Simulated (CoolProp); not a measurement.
Saturation properties of CH2F2 (R32) (Tc = 351.3 K, pc = 5.783 MPa, ω = 0.277).

Computed with CoolProp (reference Helmholtz-energy equation of state, Tillner-Roth 1997).

```csv
T (K),p (MPa),enthalpy of vaporisation (kJ/kg),liquid cp (kJ/(kg K)),vapour Z,liquid viscosity (µPa s),liquid conductivity (mW/(m K))
235.8,0.1998,365.7,1.613,0.9353,246,183
239.8,0.2376,360.9,1.623,0.9278,233,180
243.8,0.2809,356.0,1.633,0.9198,221,177
247.7,0.3287,351.1,1.644,0.9114,210,174
251.7,0.3840,345.9,1.656,0.9023,200,171
255.7,0.4463,340.6,1.669,0.8926,190,168
259.7,0.5160,335.1,1.684,0.8823,180,165
263.6,0.5918,329.6,1.700,0.8717,172,162
267.6,0.6780,323.8,1.718,0.8602,163,159
```

It boils at 221.5 K under 1 atm.

Viscosity comes from a separate model (Bell 2016), an estimate that may be off by 10 % or more. Thermal conductivity comes from a separate model (Huber 2003), an estimate that may be off by 10 % or more.
